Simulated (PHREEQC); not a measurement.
Solution (25 °C): 2.7 mmol/kgw K2CO3 and 5.8 mmol/kgw K2SO4. Closed to the air; pH follows from the charge balance.

Equilibrium calculation in PHREEQC: ion-association model, phreeqc.dat.

No solid was allowed to form.

What pH does the model give?

pH 10.70.

In which forms is K present?

K+ 98 %, KSO4- 2.1 % of the K.

Species that the database lacks are ignored.
